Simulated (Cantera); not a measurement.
What does this Cantera script print?

```python
import numpy as np
import cantera as ct

gas_names = [...]  # 113 gases of nasa_gas.yaml made of C, H, O, Ta
cond_names = """
    C(gr) C6H6(L) C7H8(L) C8H18(L),n-octa H2O(s) H2O(L) Ta(cr) Ta(L) TaC(s) TaC(L) Ta2O5(s) Ta2O5(L)
""".split()


# ... load() reads the species with a 1 bar reference pressure and builds the phases ...
atoms = {
    'Ta2O5': {'Ta': 2, 'O': 5},
    'C': {'C': 1},
    'H2': {'H': 2},
}
top_T = {'C(gr)': 4500}  # K; cautious upper limits of use, not melting points


# ... equilibrate(T, P, feed) seeds the gas with the atoms and calls Mixture.equilibrate('TP', solver="vcs", rtol=1e-11, max_steps=5000) ...
results = []
feed = {'Ta2O5': 1, 'C': 6.1, 'H2': 0.12}  # mol
P = 2300  # Pa
for T in [1775, 1825, 1875, 1925, 1975, 2025, 2075, 2125, 2175]:
    mix = equilibrate(T, P, feed)
    results.append((T, P, feed, dict(zip(mix.species_names, mix.species_moles))))

top = {s: max(r[3][s] / sum(r[3][g] for g in gas_names) for r in results) for s in gas_names}
cols = sorted((s for s in top if top[s] > 1e-05), key=lambda s: -top[s])[:8]
seen = [c for c in cond_names if any(r[3].get(c, 0) > 1e-12 for r in results)]
print("log10 of partial pressures in bar; condensed amounts in mol")
print(f"{'T/K':>10s}" + "".join(f"{s[:9]:>10s}" for s in cols + seen))
for T, P, feed, n in results:
    ng = sum(n[g] for g in gas_names)
    print(f"{T:10.4g}" + "".join(f"{np.log10(max(n[s] / ng * P / 1e5, 1e-99)):10.3f}" for s in cols)
          + "".join(f"{n.get(c, 0):10.4g}" for c in seen))
```

It prints:

```
log10 of partial pressures in bar; condensed amounts in mol
       T/K        CO        H2         H       CO2      TaO2       TaO       H2O    Ta(cr)    TaC(s)  Ta2O5(s)  Ta2O5(L)
      1775    -1.650    -3.214    -5.145    -4.812    -8.219    -9.555    -5.805         0     1.744    0.1281         0
      1825    -1.650    -3.215    -4.964    -4.813    -7.700    -8.942    -5.785         0     1.744    0.1281         0
      1875    -1.651    -3.217    -4.792    -4.814    -7.209    -8.364    -5.766         0     1.744    0.1281         0
      1925    -1.651    -3.220    -4.629    -4.815    -6.746    -7.816    -5.750         0     1.744    0.1281         0
      1975    -1.651    -3.224    -4.476    -4.815    -6.306    -7.296    -5.736         0     1.744    0.1281         0
      2025    -1.651    -3.229    -4.330    -4.816    -5.889    -6.804    -5.724         0     1.744     0.128         0
      2075    -1.651    -3.235    -4.192    -4.820    -5.504    -6.342    -5.718         0     1.744         0    0.1278
      2125    -1.651    -3.244    -4.062    -4.831    -5.159    -5.917    -5.723         0     1.743         0    0.1275
      2175    -1.650    -3.316    -3.969    -4.856    -4.880    -5.546    -5.806    0.8865      1.11         0         0
```

These are equilibrium values from Cantera (NASA tables, ideal gas, pure condensed phases), not measurements of a reactor. Mutual solubility and eutectic melting of coexisting phases are not modelled. TaC: taken at fixed stoichiometry. Condensed phases not in the tables: Ta2C, N, O or C dissolved in the metal.
